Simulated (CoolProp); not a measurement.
Vapour-liquid equilibrium of isopentane (1) + R365MFC (2) at -5.75 °C; x and y are mole fractions of (1).

Model: multi-fluid Helmholtz-energy mixture model, Lemmon 2006 and Lemmon 2016; pair parameters Bell 2016, in CoolProp.

Give the bubble pressure and the first vapour's composition at x = 0.725, 0.875, 0.95. Is there an azeotrope?

x = 0.725: 32.58 kPa, y = 0.699; x = 0.875: 31.59 kPa, y = 0.769; x = 0.95: 29.52 kPa, y = 0.868. y crosses x between x = 0.65 and 0.725: the model has an azeotrope there.

The pair parameters rest on a limited set of measurements; away from them the model extrapolates. With so large a gap from Raoult's law the liquid may split in two, which this calculation doesn't test in full.
